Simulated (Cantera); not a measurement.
**Catalytic combustion on Pt**

An isothermal plug-flow reactor at 575 K and 5.00 bar (inlet), inlet velocity 0.65 m/s, active area per volume 630 1/m; feed H2 : O2 : N2 : H2O = 0.0022 : 0.019 : 0.79 : 0.0082 (molar parts), equivalence ratio 0.058.

Computed with Cantera and Deutschmann's 1995 Pt surface mechanism with GRI-Mech 3.0 gas chemistry. Catalytic surfaces can have several steady states; this one follows from the mechanism file's or the stated starting coverage. Mass transfer to the wall is taken as infinitely fast.

```csv
z (m),x H2,x O2,x H2O,θ free Pt,θ O*,θ OH*
0.00028,0.00108,0.0224,0.0116,0.0771,0.888,0.0351
0.00061,0.000629,0.0222,0.0121,0.0453,0.927,0.0278
0.0013,0.000334,0.0220,0.0124,0.0243,0.955,0.0208
0.0028,0.000165,0.0220,0.0125,0.0120,0.973,0.0149
0.0061,7.80e-5,0.0219,0.0126,0.00571,0.984,0.0103
0.013,3.69e-5,0.0219,0.0127,0.00274,0.990,0.00718
0.028,1.68e-5,0.0219,0.0127,0.00134,0.994,0.00503
```
x: gas mole fraction; θ: surface coverage.
